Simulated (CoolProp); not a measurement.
A Linde-Hampson liquefier for methane: isothermal reversible compression at 300 K from 1 atm to 5 MPa, throttling to 1 atm, return gas leaving the recuperator 5 K below the feed. Each further row changes one setting.

Computed with CoolProp (reference Helmholtz-energy equation of state, Setzmann 1991).

```csv
case,liquid yield per pass,compression work (kJ/kg of gas)
as stated,0.042,594
high pressure 10 MPa,0.097,689
warm-end temperature 330 K,0.029,657
warm-end gap 10 K,0.030,594
```
